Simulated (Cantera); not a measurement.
An isothermal plug-flow reactor at 850 K and 190000 Pa (inlet), inlet velocity 3.3 m/s, active area per volume 190 1/m; feed CH4 : O2 : N2 : H2O = 0.025 : 0.013 : 0.79 : 0.017 (molar parts), equivalence ratio 3.8.

Detailed kinetics in Cantera: Deutschmann's 1995 Pt surface mechanism with GRI-Mech 3.0 gas chemistry. Catalytic surfaces can have several steady states; this one follows from the mechanism file's or the stated starting coverage. Mass transfer to the wall is taken as infinitely fast.

One state of this run: x CH4 = 0.0252; x O2 = 0.00798; x H2O = 0.0288; x CO2 = 0.00163; x CO = 0.00275; θ free Pt = 0.310; θ O* = 1.65e-5; θ OH* = 4.08e-5; θ CO* = 0.492; θ C* = 0.197. x: gas mole fraction; θ: surface coverage.

Which value of z (m) does it belong to?
(A) 0.0059
(B) 0.0019
(C) 0.0011
(D) 5.9e-05

A, 0.0059
